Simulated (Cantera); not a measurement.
An isothermal, constant-pressure homogeneous reactor starts with 0.365 % CO, 7.86 % O₂, 0.402 % H₂O, 91.4 % N₂, at 1523 K and 12000 Pa.

Model: GRI-Mech 3.0 (53 species, 325 reactions), integrated in Cantera.

x: mole fraction; the columns are a selection and need not sum to one.

```tsv
t (s)	x CO	x O₂	x H₂O	x O	x H₂O₂	x H₂
2.00e-6	0.00365	0.0786	0.00402	1.88e-10	<1e-12	<1e-12
1.38e-5	0.00365	0.0786	0.00402	?	<1e-12	<1e-12
9.46e-5	0.00365	0.0786	0.00402	?	<1e-12	<1e-12
0.000650	0.00365	0.0786	0.00402	?	3.58e-12	7.79e-11
0.00447	0.00365	0.0786	0.00402	?	1.56e-11	3.03e-8
0.0308	0.000244	0.0760	0.00367	?	1.04e-8	3.88e-5
0.211	8.90e-6	0.0768	0.00396	?	1.73e-9	3.04e-6
1.45	4.92e-7	0.0769	0.00401	?	1.51e-10	1.90e-7
10.0	2.64e-7	0.0769	0.00402	?	9.14e-11	1.08e-7
```

Question: What belongs in the gaps?

Answer: 
- 1.38e-5, x O: 1.29e-9
- 9.46e-5, x O: 8.78e-9
- 0.000650, x O: 6.06e-8
- 0.00447, x O: 2.31e-6
- 0.0308, x O: 0.00171
- 0.211, x O: 0.000126
- 1.45, x O: 7.80e-6
- 10.0, x O: 4.44e-6
